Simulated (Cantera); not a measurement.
## Ignition delay

Mixture: CH₄ : CO : O₂ : N₂ = 1 : 0.082 : 1.02 : 3.78 (molar parts), at 0.790 bar, adiabatic and at constant volume. Ignition delay is the time to a rise of 400 K.

Detailed kinetics in Cantera: GRI-Mech 3.0 (53 species, 325 reactions).

| T0 (K) | delay (ms) |
|---|---|
| 1025 | 1540 |
| 1075 | 630 |
| 1125 | 272 |
| 1175 | 123 |
| 1225 | 58.2 |
| 1275 | 28.6 |
| 1325 | 14.5 |
| 1375 | 7.64 |
| 1425 | 4.15 |
| 1475 | 2.34 |

```
Quantity                                                 Value
--------------------------------------------------  ----------
apparent activation energy between 1375 and 1475 K  200 kJ/mol
```
